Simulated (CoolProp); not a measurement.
Values from CoolProp's reference Helmholtz-energy equation of state, Thol 2016.

Task: For hexamethyldisiloxane (MM), give the phase and the cp (kJ/(kg K)), cv (kJ/(kg K)), Joule-Thomson coefficient (K/MPa) at 346.85 °C and 0.21 MPa; 346.85 °C and 1.09 MPa.

Result: 
- 346.85 °C and 0.21 MPa: gas; cp 2.28, cv 2.22, Joule-Thomson coefficient 5.37
- 346.85 °C and 1.09 MPa: gas; cp 2.32, cv 2.23, Joule-Thomson coefficient 5.91
